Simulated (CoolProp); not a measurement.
A simple Rankine cycle with the fluoroketone C6F12O (FK-5-1-12): condensing at 314.15 K, boiler at 0.423 MPa, turbine inlet 410.9 K, turbine efficiency 0.85, pump efficiency 0.6, no recuperator. Each further row changes one setting.

Model: reference Helmholtz-energy equation of state, McLinden 2015, in CoolProp.

```csv
case,thermal efficiency (%),net work (kJ/kg),heat in (kJ/kg),turbine exit temperature (K),volume ratio over the turbine
as stated,8.0,14.1,176,391.9,5.85
turbine inlet 430.9 K,7.6,15.0,196,?,5.76
condensing temperature 306.15 K,9.0,16.7,185,389.0,?
boiler pressure 0.296 MPa,6.5,?,?,396.4,3.98
turbine efficiency 0.75,7.1,12.4,176,?,5.88
```

Task: What belongs in the gaps?

Result: 
- turbine inlet 430.9 K, turbine exit temperature (K): 412.0
- condensing temperature 306.15 K, volume ratio over the turbine: 7.92
- boiler pressure 0.296 MPa, net work (kJ/kg): 11.5
- boiler pressure 0.296 MPa, heat in (kJ/kg): 178
- turbine efficiency 0.75, turbine exit temperature (K): 393.7
